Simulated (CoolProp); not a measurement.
A Linde-Hampson liquefier for ethane: isothermal reversible compression at 320 K from 1 atm to 25 MPa, throttling to 1 atm, return gas leaving the recuperator 2 K below the feed. Each further row changes one setting.

Values from CoolProp's reference Helmholtz-energy equation of state, Bücker 2006.

| case | liquid yield per pass | compression work (kJ/kg of gas) |
|---|---|---|
| as stated | 0.465 | 378 |
| high pressure 50 MPa | 0.448 | (withheld) |
| warm-end temperature 350 K | (withheld) | (withheld) |
| warm-end gap 7 K | (withheld) | 378 |

### Question
Some entries are withheld; supply them.

### Answer

- high pressure 50 MPa, compression work (kJ/kg of gas): 436
- warm-end temperature 350 K, liquid yield per pass: 0.386
- warm-end temperature 350 K, compression work (kJ/kg of gas): 443
- warm-end gap 7 K, liquid yield per pass: 0.458
